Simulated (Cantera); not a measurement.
Gas-phase reforming

An isothermal, constant-pressure homogeneous reactor starts with 53.2 % CH4, 46.8 % H2O, at 1450 K and 6.60 bar.

Cantera simulation using GRI-Mech 3.0 (53 species, 325 reactions); the numbers are that mechanism's predictions, not measurements.

```tsv
t (s)	x CH4	x H2O	x H2O2	x C2H	x O	x OH	x C2H6
4.00e-6	0.532	0.468	<1e-12	<1e-12	<1e-12	4.13e-9	6.75e-9
1.43e-5	0.532	0.468	<1e-12	<1e-12	<1e-12	1.38e-8	2.92e-7
5.08e-5	0.532	0.468	<1e-12	<1e-12	<1e-12	3.36e-8	8.21e-6
0.000181	0.532	0.468	<1e-12	<1e-12	<1e-12	4.03e-8	6.64e-5
0.000646	0.531	0.468	<1e-12	<1e-12	<1e-12	4.57e-8	0.000273
0.00230	0.529	0.468	<1e-12	<1e-12	<1e-12	5.85e-8	0.000872
0.00821	0.521	0.467	<1e-12	3.27e-12	<1e-12	7.18e-8	0.00163
0.0292	0.491	0.459	<1e-12	5.15e-11	<1e-12	6.82e-8	0.00133
0.104	0.411	0.435	<1e-12	2.16e-10	<1e-12	6.00e-8	0.000750
0.372	0.292	0.399	<1e-12	4.43e-10	<1e-12	6.56e-8	0.000717
1.32	0.271	0.368	<1e-12	4.21e-10	<1e-12	6.39e-8	0.000778
4.72	0.273	0.312	<1e-12	2.42e-10	<1e-12	4.97e-8	0.000668
16.8	0.252	0.235	<1e-12	9.32e-11	<1e-12	3.35e-8	0.000453
60.0	0.202	0.159	<1e-12	2.76e-11	<1e-12	2.03e-8	0.000233
```
x: mole fraction; the columns are a selection and need not sum to one.

Equilibrium at this temperature and pressure: CH4 0.0339, H2O 0.000945, H2O2 <1e-12, C2H <1e-12, O <1e-12, OH 9.87e-11, C2H6 4.39e-6 (gas phase only).
